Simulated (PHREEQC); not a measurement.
Dissolve 0.23 mmol/kgw KHSO4, 0.097 mmol/kgw NaAlO2 and 0.08 mmol/kgw CaCl2 at 25 °C. Closed to the air; pH follows from the charge balance.

Model: ion-association model, phreeqc.dat, run in PHREEQC.

Precipitation was switched off in this run.

What pH, ionic strength does the model give?

pH 5.59; ionic strength 0.000954 mol/kgw.

In which forms is Ca present?

Ca+2 97 %, CaSO4 2.9 % of the Ca.

The solution is supersaturated, for example in Al(OH)3(a), Gibbsite (slow to form), so a real one may precipitate; this is no full list.
